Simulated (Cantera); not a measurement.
An adiabatic, constant-volume homogeneous reactor starts with CO : H2 : CH4 : O2 : N2 = 1 : 0.23 : 0.073 : 0.761 : 2.86 (molar parts), equivalence ratio 1.0, at 1700 K and 1.01 bar. Integrator tolerance rtol = 1e-08.

Computed with Cantera and GRI-Mech 3.0 (53 species, 325 reactions).

Problem. What does this change do: CH4 0.073 to 0.18 parts?

Solution. 
| quantity | before | after |
|---|---|---|
| time of steepest temperature rise | 17.0 µs | 34.6 µs |
| temperature at 5.00 s | 2929 K | 2971 K |
| equilibrium temperature | 2929 K | 2971 K |
| x(CO) at 5.00 s | 0.113 (gas-phase equilibrium 0.113) | 0.144 (gas-phase equilibrium 0.144) |
| x(H2) at 5.00 s | 0.00777 (gas-phase equilibrium 0.00777) | 0.0173 (gas-phase equilibrium 0.0173) |
| x(CH4) at 5.00 s | <1e-12 (gas-phase equilibrium <1e-12) | <1e-12 (gas-phase equilibrium <1e-12) |
| x(HCO) at 5.00 s | 1.34e-7 (gas-phase equilibrium 1.34e-7) | 2.86e-7 (gas-phase equilibrium 2.86e-7) |
| x(H) at 5.00 s | 0.00870 (gas-phase equilibrium 0.00870) | 0.0145 (gas-phase equilibrium 0.0145) |
| x(CH2) at 5.00 s | <1e-12 (gas-phase equilibrium <1e-12) | <1e-12 (gas-phase equilibrium <1e-12) |
| x(C2H2) at 5.00 s | <1e-12 (gas-phase equilibrium <1e-12) | <1e-12 (gas-phase equilibrium <1e-12) |
